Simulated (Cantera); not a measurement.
A Cantera script and its output.

```python
import numpy as np
import cantera as ct

gas = ct.Solution("gri30.yaml")
gas.TPX = 600, 1000000, {'H2': 1, 'O2': 0.455, 'N2': 1.71}
inlet = ct.Reservoir(gas, clone=True)
gas.equilibrate("HP")  # start burning
reactor = ct.IdealGasConstPressureReactor(gas, energy="on", clone=False)
exhaust = ct.Reservoir(gas, clone=True)
tau = [0.027, 0.015, 0.0085, 0.0048, 0.0027, 0.0015, 0.00084, 0.00047, 0.00026, 0.00015, 8.3e-05, 4.6e-05, 2.6e-05][0]
for a, b in ((inlet, reactor), (reactor, exhaust)):
    ct.MassFlowController(a, b, mdot=lambda t: reactor.mass / tau)
net = ct.ReactorNet([reactor])
show = ['H2', 'O2', 'H2O2', 'NO', 'N2O']

rows = []
print(f"{'tau/s':>10s}{'T/K':>9s}" + "".join(f"{s:>11s}" for s in show))
for tau in [0.027, 0.015, 0.0085, 0.0048, 0.0027, 0.0015, 0.00084, 0.00047, 0.00026, 0.00015, 8.3e-05, 4.6e-05, 2.6e-05]:
    net.initial_time = 0.0
    net.advance(30 * tau)
    before = gas.X
    net.advance(40 * tau)
    drift = np.max(np.abs(gas.X - before) / (gas.X + 1e-9))
    rows.append([gas.T, *gas[show].X, drift])
    print(f"{tau:10.3e}{gas.T:9.1f}" + "".join(f"{x:11.3e}" for x in gas[show].X))
```

It prints:

```
     tau/s      T/K         H2         O2       H2O2         NO        N2O
 2.700e-02   2629.5  3.805e-02  8.903e-04  2.828e-07  1.605e-03  2.567e-07
 1.500e-02   2629.1  3.807e-02  9.099e-04  2.868e-07  1.577e-03  2.560e-07
 8.500e-03   2628.4  3.811e-02  9.431e-04  2.935e-07  1.532e-03  2.549e-07
 4.800e-03   2627.1  3.818e-02  1.001e-03  3.051e-07  1.458e-03  2.534e-07
 2.700e-03   2624.8  3.831e-02  1.099e-03  3.248e-07  1.343e-03  2.515e-07
 1.500e-03   2620.8  3.856e-02  1.266e-03  3.578e-07  1.177e-03  2.496e-07
 8.400e-04   2614.1  3.899e-02  1.530e-03  4.089e-07  9.748e-04  2.489e-07
 4.700e-04   2603.2  3.973e-02  1.935e-03  4.845e-07  7.616e-04  2.500e-07
 2.600e-04   2586.3  4.091e-02  2.540e-03  5.923e-07  5.657e-04  2.527e-07
 1.500e-04   2563.9  4.249e-02  3.321e-03  7.230e-07  4.188e-04  2.554e-07
 8.300e-05   2531.3  4.474e-02  4.444e-03  8.971e-07  2.993e-04  2.573e-07
 4.600e-05   2488.4  4.760e-02  5.903e-03  1.104e-06  2.142e-04  2.580e-07
 2.600e-05   2435.7  5.092e-02  7.682e-03  1.337e-06  1.575e-04  2.578e-07
```

Detailed kinetics in Cantera: GRI-Mech 3.0 (53 species, 325 reactions). The hydrogen kinetics of GRI-Mech 3.0 are dated; newer H2 mechanisms differ, most at raised pressure.
